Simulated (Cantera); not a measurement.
Feed: 1 mol Al, 6.9 mol HCl, at 848 K and 0.133 bar.

Equilibrium computed with Cantera from the NASA thermochemical tables; the gas is ideal and each condensed phase is pure. Candidate condensed phases: Al, AlCl3; 12 gas species. Equilibrium is a limit: real reactors are often held back by kinetics, nucleation or transport.

Base state: HCl 0.612, H2 0.235, AlCl3 0.150, Al2Cl6 0.00365 (mole fractions); condensed: gas only.

Problem. What changes in the equilibrium state with this change: HCl from 6.9 to 4.2 mol?

Solution. 
```tsv
species	before	after
H2	0.235	0.410
HCl	0.612	0.328
AlCl3	0.150	0.252
Al2Cl6	0.00365	0.0104
```

Problem. What changes in the equilibrium state with this change: temperature from 848 K to 1148.15 K?

Solution. 
```
species   before    after
-------  -------  -------
HCl        0.612    0.609
H2         0.235    0.234
AlCl3      0.150    0.156
Al2Cl6   0.00365  5.52e-5
```
